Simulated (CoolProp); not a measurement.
Vapour-liquid equilibrium of n-pentane (1) + cyclohexane (2) at 125.35 °C; x and y are mole fractions of (1).

The numbers come from the multi-fluid Helmholtz-energy mixture model, Thol 2019 and Zhou 2014; pair parameters Bell 2016 in CoolProp.

Question: Give the bubble pressure and the first vapour's composition at x = 0.125, 0.35, 0.8. Is there an azeotrope?

Answer: x = 0.125: 0.4164 MPa, y = 0.294; x = 0.35: 0.5693 MPa, y = 0.591; x = 0.8: 0.8677 MPa, y = 0.902. No azeotrope shows between x = 0.05 and 0.95.

The pair parameters rest on a limited set of measurements; away from them the model extrapolates. The gap from Raoult's law changes sign with composition, which may be real or a fault of the pair parameters; it wasn't checked against measurements.
